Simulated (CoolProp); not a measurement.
Ethanol at several states: density (kg/m³) from the reference equation and from simpler models built on Tc = 241.6 °C, pc = 6.268 MPa, ω = 0.644; each cubic takes its own stable root.

Values from CoolProp's reference Helmholtz-energy equation of state, Schroeder 2014.

```json
[
 {"T (°C)": "311.85", "p (MPa)": "22.3", "phase": "supercritical", "reference": "416.9", "van der Waals": "315.3", "Soave-Redlich-Kwong": "320.2", "Peng-Robinson": "347.9"},
 {"T (°C)": "237.65", "p (MPa)": "16.8", "phase": "liquid", "reference": "548.7", "van der Waals": "337.2", "Soave-Redlich-Kwong": "425.4", "Peng-Robinson": "474.1"},
 {"T (°C)": "-94.35", "p (MPa)": "0.0149", "phase": "liquid", "reference": "889.0", "van der Waals": "476.9", "Soave-Redlich-Kwong": "733.7", "Peng-Robinson": "820.1"},
 {"T (°C)": "191.95", "p (MPa)": "0.487", "phase": "gas", "reference": "6.039", "van der Waals": "5.982", "Soave-Redlich-Kwong": "6.046", "Peng-Robinson": "6.066"},
 {"T (°C)": "339.05", "p (MPa)": "0.0233", "phase": "gas", "reference": "0.2110", "van der Waals": "0.2110", "Soave-Redlich-Kwong": "0.2110", "Peng-Robinson": "0.2110"}
]
```
